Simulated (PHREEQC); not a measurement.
Consider water at 15 °C with 0.15 mol HCl and 0.00068 mol CuSO4 per kg of water. Closed to the air; pH follows from the charge balance.

The numbers come from PHREEQC with the ion-association model, wateq4f.dat.

This is a speciation only: nothing precipitates in the calculation.

Problem. What pH does the model give?

Solution. pH 0.92.

Problem. In which forms is Cu present?

Solution. Cu+2 91 %, CuCl+ 8.0 % of the Cu.
